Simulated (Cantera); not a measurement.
# Adiabatic ignition

An adiabatic, constant-volume homogeneous reactor starts with 4.56 % C2H4, 18.7 % O2, 70.6 % N2, 5.47 % CO2, 0.593 % H2, at 1425 K and 910000 Pa.

Model: GRI-Mech 3.0 (53 species, 325 reactions), integrated in Cantera. GRI-Mech 3.0 was tuned for natural gas; its chemistry of ethylene as a main component is partial and can be far from experiment.

| t (s) | T (K) | P (bar) | x C2H4 | x O2 | x CO2 | x OH | x N2O |
|---|---|---|---|---|---|---|---|
| 3.00e-6 | 1425 | 9.10 | 0.0456 | 0.187 | 0.0547 | 1.15e-7 | 5.64e-12 |
| 1.08e-5 | 2693 | 17.8 | <1e-12 | 0.0645 | 0.0932 | 0.0164 | 2.95e-6 |
| 3.87e-5 | 2923 | 19.0 | <1e-12 | 0.0547 | 0.115 | 0.0141 | 4.04e-6 |
| 0.000139 | 2909 | 18.9 | <1e-12 | 0.0506 | 0.115 | 0.0134 | 4.12e-6 |
| 0.000500 | 2899 | 18.9 | <1e-12 | 0.0478 | 0.115 | 0.0130 | 4.26e-6 |
| 0.00180 | 2899 | 18.9 | <1e-12 | 0.0477 | 0.115 | 0.0130 | 4.27e-6 |
| 0.00646 | 2899 | 18.9 | <1e-12 | 0.0477 | 0.115 | 0.0130 | 4.27e-6 |
| 0.0232 | 2899 | 18.9 | <1e-12 | 0.0477 | 0.115 | 0.0130 | 4.27e-6 |
| 0.0835 | 2899 | 18.9 | <1e-12 | 0.0477 | 0.115 | 0.0130 | 4.27e-6 |
| 0.300 | 2899 | 18.9 | <1e-12 | 0.0477 | 0.115 | 0.0130 | 4.27e-6 |
x: mole fraction; the columns are a selection and need not sum to one.

The time of steepest temperature rise comes out as 9.28 µs and the temperature at 0.300 s is 2899 K. The equilibrium temperature is 2899 K. The x(C2H4) at 0.300 s is <1e-12 (gas-phase equilibrium <1e-12) and the x(O2) at 0.300 s comes out as 0.0477 (gas-phase equilibrium 0.0477). The x(CO2) at 0.300 s comes out as 0.115 (gas-phase equilibrium 0.115).
